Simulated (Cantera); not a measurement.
A Cantera script and its output.

```python
import numpy as np
import cantera as ct

gas = ct.Solution("gri30.yaml")
gas.TPX = 948, 99000, {'H2': 1.3, 'O2': 1, 'N2': 3.8}
reactor = ct.IdealGasConstPressureReactor(gas, energy="off", clone=False)
net = ct.ReactorNet([reactor])
net.rtol, net.atol = 1e-08, 1e-18
show = ['H2', 'O2', 'H', 'O', 'H2O', 'HO2', 'OH']
times = np.geomspace(3e-05, 60, 10)

steps = ct.SolutionArray(gas, extra=["t"])
rows = []
print(f"{'t/s':>10s}{'T/K':>9s}{'P/Pa':>11s}" + "".join(f"{s:>11s}" for s in show))
for t in times:
    while net.time < t:
        t_next = net.step()
        steps.append(gas.state, t=t_next)
    rows.append([np.interp(t, steps.t, y) for y in (steps.T, steps.P, *steps(*show).X.T)])
    print(f"{t:10.3e}{rows[-1][0]:9.1f}{rows[-1][1]:11.4g}" + "".join(f"{x:11.3e}" for x in rows[-1][2:]))
rate = np.gradient(steps.T, steps.t)
print("integrator steps:", len(steps.t))
if steps.T.max() > steps.T[0] + 200:
    print(f"time of steepest temperature rise: {steps.t[rate.argmax()]:.4e} s")
gas.TPX = 948, 99000, {'H2': 1.3, 'O2': 1, 'N2': 3.8}
gas.equilibrate("TP")
print(f"equilibrium (TP): T = {gas.T:.1f} K  " + "  ".join(f"{s} {gas[s].X[0]:.3e}" for s in show))
```

It prints:

```
       t/s      T/K       P/Pa         H2         O2          H          O        H2O        HO2         OH
 3.000e-05    948.0    9.9e+04  2.131e-01  1.639e-01  1.055e-10  1.565e-11  2.011e-10  4.165e-10  4.471e-12
 1.504e-04    948.0    9.9e+04  2.131e-01  1.639e-01  3.014e-10  4.768e-11  3.642e-09  4.979e-09  1.330e-11
 7.540e-04    948.0    9.9e+04  2.131e-01  1.639e-01  5.579e-10  8.872e-11  3.804e-08  4.582e-08  2.474e-11
 3.780e-03    948.0    9.9e+04  2.131e-01  1.639e-01  5.132e-09  8.162e-10  8.625e-07  8.795e-07  2.318e-10
 1.895e-02    948.0    9.9e+04  1.584e-01  1.382e-01  2.989e-07  5.290e-08  6.104e-02  4.017e-05  3.296e-08
 9.499e-02    948.0    9.9e+04  1.414e-01  1.300e-01  9.221e-07  1.655e-07  7.947e-02  6.838e-05  1.438e-07
 4.762e-01    948.0    9.9e+04  6.956e-02  9.649e-02  4.307e-07  1.103e-07  1.602e-01  5.179e-05  1.326e-07
 2.387e+00    948.0    9.9e+04  1.844e-03  6.507e-02  1.139e-08  2.698e-08  2.365e-01  8.407e-06  9.902e-08
 1.197e+01    948.0    9.9e+04  5.461e-05  6.425e-02  4.007e-11  1.883e-10  2.385e-01  4.599e-07  1.068e-08
 6.000e+01    948.0    9.9e+04  1.725e-06  6.422e-02  6.918e-13  3.437e-12  2.385e-01  3.471e-08  3.984e-09
integrator steps: 2496
equilibrium (TP): T = 948.0 K  H2 1.624e-11  O2 6.422e-02  H 2.138e-15  O 7.615e-12  H2O 2.385e-01  HO2 2.453e-10  OH 4.546e-08
```

Cantera simulation using GRI-Mech 3.0 (53 species, 325 reactions); the numbers are that mechanism's predictions, not measurements. Below about 950 K walls govern HO2 and H2O2 in real vessels. The temperature is held fixed by assumption; the heat of reaction is taken as removed at once.
